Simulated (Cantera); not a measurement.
Input (Python, Cantera) and output of one run.

```python
import numpy as np
import cantera as ct

gas_names = [...]  # 110 gases of nasa_gas.yaml made of C, H, O
cond_names = """
    C(gr) C6H6(L) C7H8(L) C8H18(L),n-octa H2O(s) H2O(L)
""".split()


# ... load() reads the species with a 1 bar reference pressure and builds the phases ...
atoms = {
    'C2H5OH': {'C': 2, 'H': 6, 'O': 1},
    'H2O': {'H': 2, 'O': 1},
    'H2': {'H': 2},
}
top_T = {'C(gr)': 4500}  # K; cautious upper limits of use, not melting points


# ... equilibrate(T, P, feed) seeds the gas with the atoms and calls Mixture.equilibrate('TP', solver="vcs", rtol=1e-11, max_steps=5000) ...
results = []
feed = {'C2H5OH': 1, 'H2O': 0.073, 'H2': 15}  # mol
T = 2198  # K
P = 1000  # Pa
mix = equilibrate(T, P, feed)
results.append((T, P, feed, dict(zip(mix.species_names, mix.species_moles))))
x = sorted(zip(gas.X, gas.species_names), reverse=True)
print(f"T = {T:g} K  P = {P:g} Pa  gas = {mix.phase_moles(0):.4g} mol")
print("   x: " + "  ".join(f"{s} {v:.3e}" for v, s in x if v > 0.001))
print("   condensed (mol): " + ("  ".join(f"{mix.phase(i).name} {mix.phase_moles(i):.4g}"
      for i in range(1, mix.n_phases) if mix.phase_moles(i) > 1e-12) or "none"))
```

It prints:

```
T = 2198 K  P = 1000 Pa  gas = 19.66 mol
   x: H2 8.906e-01  CO 5.457e-02  H 5.255e-02  C2H2,acetylene 2.257e-03
   condensed (mol): C(gr) 0.8377
```

Cantera equilibrium calculation (NASA polynomials, part measured and part estimated; ideal gas, pure solids and liquids).
